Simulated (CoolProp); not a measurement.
Nitrous oxide along the isobar 42.8 MPa: density (kg/m³) from the reference equation and from simpler models built on Tc = 36.4 °C, pc = 7.245 MPa, ω = 0.161; each cubic takes its own stable root.

Computed with CoolProp (reference Helmholtz-energy equation of state, Lemmon 2006). It is a short technical equation, of lower accuracy than the large ones.

```json
[
 {"T (°C)": "24.75", "phase": "liquid", "reference": "992.1"},
 {"T (°C)": "38.15", "phase": "supercritical", "reference": "955.1"},
 {"T (°C)": "51.65", "phase": "supercritical", "reference": "917.2"},
 {"T (°C)": "65.15", "phase": "supercritical", "reference": "878.8"},
 {"T (°C)": "78.65", "phase": "supercritical", "reference": "840.1"},
 {"T (°C)": "92.05", "phase": "supercritical", "reference": "801.8"},
 {"T (°C)": "105.55", "phase": "supercritical", "reference": "763.6"},
 {"T (°C)": "119.05", "phase": "supercritical", "reference": "726.2"},
 {"T (°C)": "132.55", "phase": "supercritical", "reference": "690.1"},
 {"T (°C)": "145.95", "phase": "supercritical", "reference": "655.8"},
 {"T (°C)": "159.45", "phase": "supercritical", "reference": "623.3"},
 {"T (°C)": "172.95", "phase": "supercritical", "reference": "592.8"},
 {"T (°C)": "186.45", "phase": "supercritical", "reference": "564.6"},
 {"T (°C)": "199.85", "phase": "supercritical", "reference": "538.7"},
 {"T (°C)": "213.35", "phase": "supercritical", "reference": "514.7"},
 {"T (°C)": "226.85", "phase": "supercritical", "reference": "492.6"}
]
```

Problem. How far does each simpler model (van der Waals, Redlich-Kwong, Soave-Redlich-Kwong) lie from the reference over these 16 states: mean and median of the absolute difference, and the worst?

Solution. 
- van der Waals: mean 15.1 %, median 15.3 %, worst -27.9 % at 24.75 °C and 42.8 MPa
- Redlich-Kwong: mean 3.1 %, median 3.1 %, worst -5.9 % at 24.75 °C and 42.8 MPa
- Soave-Redlich-Kwong: mean 7.1 %, median 7.4 %, worst -7.8 % at 159.45 °C and 42.8 MPa
